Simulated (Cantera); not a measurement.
Feed: 1 mol Ti, 3.6 mol CO2, 54 mol CO, held at 1048.15 K and 0.450 Torr.

Cantera equilibrium calculation (NASA polynomials, part measured and part estimated; ideal gas, pure solids and liquids). Candidate condensed phases: C, Ti, TiC, TiO, TiO2, Ti2O3, Ti3O5, Ti4O7; 15 gas species. Kinetics and transport are ignored.

### Question
What is the equilibrium state?

### Answer
```json
{
 "x(CO)": "0.972",
 "x(CO2)": "0.0278",
 "n(TiO2(rutile))": "1.00 mol",
 "gas_amount": "57.60 mol",
 "log10 activity of Ti4O7(s) (absent)": "-2.19",
 "log10 activity of C(graphite) (absent)": "-2.35",
 "log10 activity of Ti3O5(s) (absent)": "-2.43"
}
```
